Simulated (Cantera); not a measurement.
A Cantera script and its output.

```python
import numpy as np
import cantera as ct

gas = ct.Solution("h2o2.yaml")
gas.TPX = 700, 100000, {'H2': 1, 'O2': 0.238, 'N2': 0.895}
flame = ct.FreeFlame(gas, width=0.04)
flame.set_refine_criteria(ratio=3, slope=0.08, curve=0.16)
flame.transport_model = "unity-Lewis-number"
flame.solve(loglevel=0, auto=True)
z, T = flame.grid, flame.T
thick = (T[-1] - T[0]) / np.gradient(T, z).max()
show = ['H2', 'O2', 'OH', 'HO2', 'H', 'H2O']
print(f"laminar burning velocity  {flame.velocity[0] * 100:.3f} cm/s")
print(f"burnt temperature         {T[-1]:.1f} K")
print(f"thermal thickness         {thick * 1e3:.4f} mm")
print(f"grid points               {len(z)}")
z0 = z[flame.heat_release_rate.argmax()]
print(f"{'z/mm':>9s}{'T/K':>9s}{'u/(m/s)':>9s}" + "".join(f"{s:>11s}" for s in show))
rows = []
for k in (-3, -2, -1.5, -1, -0.5, -0.25, 0, 0.25, 0.5, 1, 2, 4, 8):
    zz = z0 + k * thick
    rows.append([k * thick, np.interp(zz, z, T), np.interp(zz, z, flame.velocity),
                 *(np.interp(zz, z, flame.X[gas.species_index(s)]) for s in show)])
    print(f"{rows[-1][0] * 1e3:9.3f}{rows[-1][1]:9.1f}{rows[-1][2]:9.3f}" + "".join(f"{x:11.3e}" for x in rows[-1][3:]))
```

It prints:

```
laminar burning velocity  728.445 cm/s
burnt temperature         2324.9 K
thermal thickness         0.4189 mm
grid points               136
     z/mm      T/K  u/(m/s)         H2         O2         OH        HO2          H        H2O
   -1.257    700.0    7.284  4.688e-01  1.116e-01  2.504e-17  3.084e-10  4.241e-15  3.214e-09
   -0.838    700.0    7.284  4.688e-01  1.116e-01  1.795e-14  1.188e-08  9.893e-13  1.400e-07
   -0.628    700.0    7.285  4.688e-01  1.116e-01  1.878e-12  1.440e-07  1.131e-10  1.704e-06
   -0.419    700.4    7.288  4.688e-01  1.116e-01  8.909e-10  3.852e-06  6.240e-08  4.650e-05
   -0.209    731.0    7.592  4.655e-01  1.096e-01  1.846e-05  1.378e-04  2.230e-04  4.065e-03
   -0.105    924.9    9.492  4.350e-01  9.457e-02  3.426e-04  1.183e-04  7.996e-03  3.617e-02
    0.000   1309.5   13.135  3.168e-01  4.412e-02  2.218e-03  4.281e-05  6.050e-02  1.382e-01
    0.105   1555.8   15.368  2.311e-01  8.876e-03  4.245e-03  7.868e-06  1.006e-01  2.103e-01
    0.209   1673.4   16.387  2.202e-01  1.994e-03  5.043e-03  1.668e-06  9.879e-02  2.261e-01
    0.419   1799.3   17.443  2.282e-01  7.245e-04  5.494e-03  6.021e-07  8.258e-02  2.311e-01
    0.838   1928.3   18.495  2.394e-01  4.630e-04  5.422e-03  3.838e-07  6.375e-02  2.347e-01
    1.676   2048.3   19.451  2.497e-01  2.665e-04  4.805e-03  2.337e-07  4.626e-02  2.386e-01
    3.351   2148.9   20.235  2.582e-01  1.328e-04  3.811e-03  1.297e-07  3.158e-02  2.422e-01
```

Cantera simulation using the H2/O2 subset of GRI-Mech 3.0, which has no nitrogen chemistry; the numbers are that mechanism's predictions, not measurements. Unity Lewis numbers drop preferential diffusion, which matters most where H2 and H carry the flame. Burning velocities carry a grid error of a few per cent, more on coarse grids.
